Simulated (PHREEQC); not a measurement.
# Nickel, zinc or cadmium bath

Dissolve 0.0087 mol ZnCl2, 0.025 mol KCl and 0.11 mol HCl per kg of water at 45 °C. Closed to the air; pH follows from the charge balance.

All values are PHREEQC results (ion-association model, phreeqc.dat), not measurements.

No solid was allowed to form.

### Question
Estimate the pH, specific conductance, density.

### Answer
pH 1.05; specific conductance 62500 µS/cm; density 0.994 g/cm³.

### Question
In which forms is Cl present?

### Answer
Cl- 98 %, ZnCl+ 1.2 % of the Cl.

Away from 25 °C the constants follow the database's enthalpies or fits; those with neither stay at their 25 °C values.
